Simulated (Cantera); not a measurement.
A closed system holds: 1 mol SiHCl3, 0.31 mol C2H2, 1800 mol H2, equilibrated at 1.43 Torr.

Cantera equilibrium calculation (NASA polynomials, part measured and part estimated; ideal gas, pure solids and liquids). Candidate condensed phases: C, C6H6, C7H8, C8H18, Si, SiC; 109 gas species. Mutual solubility and eutectic melting of coexisting phases are not modelled. Equilibrium is a limit: real reactors are often held back by kinetics, nucleation or transport.

x: gas mole fraction; n: condensed amount in mol.

| T (K) | x H2 | x H | x HCl | x Si | x Cl | x C2H2 (acetylene) | x SiH | n Si(s) | n SiC(s) |
|---|---|---|---|---|---|---|---|---|---|
| 1525 | 0.998 | 0.000542 | 0.00165 | 9.94e-6 | 7.17e-7 | 7.76e-10 | 1.25e-6 | 0.339 | 0.620 |
| 1600 | 0.997 | 0.00125 | 0.00164 | 5.13e-5 | 1.62e-6 | 3.03e-9 | 4.87e-6 | 0.250 | 0.620 |
| 1675 | 0.995 | 0.00266 | 0.00164 | 0.000177 | 3.42e-6 | 1.75e-8 | 1.29e-5 | 0 | 0.618 |
| 1750 | 0.993 | 0.00532 | 0.00165 | 0.000190 | 6.80e-6 | 7.14e-7 | 1.09e-5 | 0 | 0.614 |
| 1825 | 0.988 | 0.0100 | 0.00164 | 0.000226 | 1.27e-5 | 1.73e-5 | 1.04e-5 | 0 | 0.551 |
| 1900 | 0.980 | 0.0180 | 0.00162 | 0.000430 | 2.25e-5 | 0.000123 | 1.61e-5 | 0 | 0.144 |
| 1975 | 0.967 | 0.0309 | 0.00160 | 0.000513 | 3.81e-5 | 0.000162 | 1.58e-5 | 0 | 0 |
| 2050 | 0.947 | 0.0506 | 0.00156 | 0.000517 | 6.17e-5 | 0.000162 | 1.33e-5 | 0 | 0 |
| 2125 | 0.918 | 0.0798 | 0.00150 | 0.000515 | 9.57e-5 | 0.000160 | 1.11e-5 | 0 | 0 |
| 2200 | 0.877 | 0.121 | 0.00142 | 0.000507 | 0.000143 | 0.000157 | 9.16e-6 | 0 | 0 |
| 2275 | 0.821 | 0.177 | [?] | 0.000494 | 0.000204 | 0.000152 | 7.50e-6 | 0 | 0 |
| 2350 | 0.750 | 0.248 | [?] | 0.000476 | 0.000279 | 0.000144 | 6.05e-6 | 0 | 0 |
| 2425 | 0.664 | 0.334 | [?] | 0.000454 | 0.000366 | 0.000133 | 4.79e-6 | 0 | 0 |

Q: Fill in the missing entries.

A: 
- 2275, x HCl: 0.00131
- 2350, x HCl: 0.00118
- 2425, x HCl: 0.00102
